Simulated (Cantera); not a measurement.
**Premixed flame**

A freely propagating, adiabatic, planar premixed flame of H₂ : O₂ : N₂ : H₂O = 1 : 0.649 : 2.66 : 1.2 (molar parts), equivalence ratio 0.77, unburnt at 375 K and 0.132 atm; mixture-averaged transport, grid criteria slope 0.08 and curve 0.16, no radiation.

Cantera simulation using the H2/O2 subset of GRI-Mech 3.0, which has no nitrogen chemistry; the numbers are that mechanism's predictions, not measurements. Burning velocities carry a grid error of a few per cent, more on coarse grids.

```json
[
 {"z (mm)": "-13.3", "T (K)": "375", "u (m/s)": "1.04", "x H₂": "0.181", "x O₂": "0.118", "x H₂O": "0.218", "x HO₂": "<1e-8", "x O": "<1e-8", "x OH": "<1e-8"},
 {"z (mm)": "-8.88", "T (K)": "375", "u (m/s)": "1.04", "x H₂": "0.181", "x O₂": "0.118", "x H₂O": "0.218", "x HO₂": "<1e-8", "x O": "<1e-8", "x OH": "<1e-8"},
 {"z (mm)": "-6.66", "T (K)": "375", "u (m/s)": "1.04", "x H₂": "0.181", "x O₂": "0.118", "x H₂O": "0.218", "x HO₂": "1.96e-8", "x O": "<1e-8", "x OH": "<1e-8"},
 {"z (mm)": "-4.44", "T (K)": "376", "u (m/s)": "1.04", "x H₂": "0.178", "x O₂": "0.118", "x H₂O": "0.219", "x HO₂": "5.21e-7", "x O": "<1e-8", "x OH": "<1e-8"},
 {"z (mm)": "-2.22", "T (K)": "405", "u (m/s)": "1.10", "x H₂": "0.161", "x O₂": "0.120", "x H₂O": "0.226", "x HO₂": "7.77e-5", "x O": "1.08e-6", "x OH": "6.86e-6"},
 {"z (mm)": "-1.11", "T (K)": "601", "u (m/s)": "1.59", "x H₂": "0.128", "x O₂": "0.114", "x H₂O": "0.251", "x HO₂": "0.000112", "x O": "5.21e-5", "x OH": "0.000323"},
 {"z (mm)": "0", "T (K)": "912", "u (m/s)": "2.37", "x H₂": "0.0824", "x O₂": "0.0937", "x H₂O": "0.303", "x HO₂": "4.21e-5", "x O": "0.000849", "x OH": "0.000643"},
 {"z (mm)": "1.11", "T (K)": "1140", "u (m/s)": "2.95", "x H₂": "0.0417", "x O₂": "0.0649", "x H₂O": "0.357", "x HO₂": "1.98e-5", "x O": "0.00284", "x OH": "0.00212"},
 {"z (mm)": "2.22", "T (K)": "1268", "u (m/s)": "3.27", "x H₂": "0.0233", "x O₂": "0.0486", "x H₂O": "0.386", "x HO₂": "1.23e-5", "x O": "0.00364", "x OH": "0.00390"},
 {"z (mm)": "4.44", "T (K)": "1393", "u (m/s)": "3.57", "x H₂": "0.0159", "x O₂": "0.0408", "x H₂O": "0.402", "x HO₂": "8.30e-6", "x O": "0.00326", "x OH": "0.00528"},
 {"z (mm)": "8.88", "T (K)": "1498", "u (m/s)": "3.82", "x H₂": "0.0118", "x O₂": "0.0371", "x H₂O": "0.412", "x HO₂": "5.93e-6", "x O": "0.00224", "x OH": "0.00549"},
 {"z (mm)": "17.8", "T (K)": "1577", "u (m/s)": "4.00", "x H₂": "0.00742", "x O₂": "0.0343", "x H₂O": "0.422", "x HO₂": "3.99e-6", "x O": "0.00129", "x OH": "0.00485"},
 {"z (mm)": "35.5", "T (K)": "1626", "u (m/s)": "4.11", "x H₂": "0.00385", "x O₂": "0.0326", "x H₂O": "0.429", "x HO₂": "2.38e-6", "x O": "0.000632", "x OH": "0.00370"}
]
```
x: mole fraction of selected species; z is measured from the peak of heat release.

- laminar burning velocity = 104 cm/s
- thermal thickness = 4.44 mm
- peak x(HO₂) = 0.000149
- peak x(O) = 0.00367
- peak x(OH) = 0.00553
- grid points = 102
